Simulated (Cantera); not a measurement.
Input (Python, Cantera):

```python
import numpy as np
import cantera as ct

gas = ct.Solution("h2o2.yaml")
gas.TPX = 1450, 2666, {'H2': 0.014, 'O2': 1}
reactor = ct.IdealGasConstPressureReactor(gas, energy="off", clone=False)
net = ct.ReactorNet([reactor])
net.rtol, net.atol = 1e-08, 1e-18
show = ['H2', 'O2', 'H', 'O', 'H2O', 'OH']
times = np.geomspace(2e-05, 6, 10)

steps = ct.SolutionArray(gas, extra=["t"])
rows = []
print(f"{'t/s':>10s}{'T/K':>9s}{'P/Pa':>11s}" + "".join(f"{s:>11s}" for s in show))
for t in times:
    while net.time < t:
        t_next = net.step()
        steps.append(gas.state, t=t_next)
    rows.append([np.interp(t, steps.t, y) for y in (steps.T, steps.P, *steps(*show).X.T)])
    print(f"{t:10.3e}{rows[-1][0]:9.1f}{rows[-1][1]:11.4g}" + "".join(f"{x:11.3e}" for x in rows[-1][2:]))
rate = np.gradient(steps.T, steps.t)
print("integrator steps:", len(steps.t))
if steps.T.max() > steps.T[0] + 200:
    print(f"time of steepest temperature rise: {steps.t[rate.argmax()]:.4e} s")
gas.TPX = 1450, 2666, {'H2': 0.014, 'O2': 1}
gas.equilibrate("TP")
print(f"equilibrium (TP): T = {gas.T:.1f} K  " + "  ".join(f"{s} {gas[s].X[0]:.3e}" for s in show))
```

It prints:

```
       t/s      T/K       P/Pa         H2         O2          H          O        H2O         OH
 2.000e-05   1450.0       2666  1.381e-02  9.862e-01  1.064e-08  1.559e-08  1.405e-09  1.529e-08
 8.121e-05   1450.0       2666  1.381e-02  9.862e-01  2.430e-08  1.215e-07  4.494e-08  1.133e-07
 3.297e-04   1450.0       2666  1.380e-02  9.862e-01  2.955e-07  2.421e-06  2.308e-06  2.129e-06
 1.339e-03   1450.0       2666  3.964e-03  9.771e-01  6.717e-04  7.011e-03  7.722e-03  3.570e-03
 5.436e-03   1450.0       2666  6.985e-05  9.736e-01  4.534e-04  1.142e-02  1.253e-02  1.965e-03
 2.207e-02   1450.0       2666  5.964e-05  9.754e-01  3.539e-04  9.660e-03  1.268e-02  1.817e-03
 8.963e-02   1450.0       2666  3.445e-05  9.799e-01  1.514e-04  5.447e-03  1.306e-02  1.385e-03
 3.639e-01   1450.0       2666  8.677e-06  9.844e-01  1.854e-05  1.332e-03  1.352e-02  6.969e-04
 1.478e+00   1450.0       2666  1.057e-06  9.858e-01  7.759e-07  1.596e-04  1.378e-02  2.437e-04
 6.000e+00   1450.0       2666  1.416e-07  9.860e-01  3.801e-08  2.132e-05  1.386e-02  8.935e-05
integrator steps: 1554
equilibrium (TP): T = 1450.0 K  H2 8.157e-08  O2 9.861e-01  H 1.666e-08  O 1.229e-05  H2O 1.387e-02  OH 6.786e-05
```

Cantera simulation using the H2/O2 subset of GRI-Mech 3.0, which has no nitrogen chemistry; the numbers are that mechanism's predictions, not measurements. Radical loss at walls, strong at low pressure, is not modelled.
